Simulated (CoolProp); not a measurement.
Vapour-liquid equilibrium of propane (1) + isobutene (2) at 0.283 bar; x and y are mole fractions of (1).

The numbers come from the multi-fluid Helmholtz-energy mixture model, Lemmon 2009 and Lemmon 2005; pair parameters Bell 2016 in CoolProp.

| x | bubble temperature (K) | y at the bubble point | dew temperature at overall composition x (K) | liquid density (mol/L) |
|---|---|---|---|---|
| 0.05 | 232.4 | 0.269 | 236.7 | 11.88 |
| 0.125 | 227.1 | 0.490 | 235.3 | 12.07 |
| 0.2 | 223.5 | 0.616 | 233.9 | 12.23 |
| 0.275 | 220.7 | 0.698 | 232.3 | 12.38 |
| 0.35 | 218.4 | 0.758 | 230.6 | 12.53 |
| 0.425 | 216.5 | 0.805 | 228.8 | 12.67 |
| 0.5 | 214.8 | 0.844 | 226.9 | 12.81 |
| 0.575 | 213.2 | 0.877 | 224.7 | 12.96 |
| 0.65 | 211.7 | ? | 222.3 | ? |
| 0.725 | 210.3 | ? | 219.7 | 13.26 |
| 0.8 | 208.9 | 0.955 | ? | 13.41 |
| 0.875 | ? | 0.974 | 213.3 | 13.56 |
| 0.95 | 206.4 | 0.991 | 209.2 | 13.71 |

### Question
What belongs in the gaps?

### Answer

- 0.65, y at the bubble point: 0.906
- 0.65, liquid density (mol/L): 13.11
- 0.725, y at the bubble point: 0.932
- 0.8, dew temperature at overall composition x (K): 216.7
- 0.875, bubble temperature (K): 207.6

No azeotrope shows between x = 0.05 and 0.95.

The pair parameters rest on a limited set of measurements; away from them the model extrapolates.
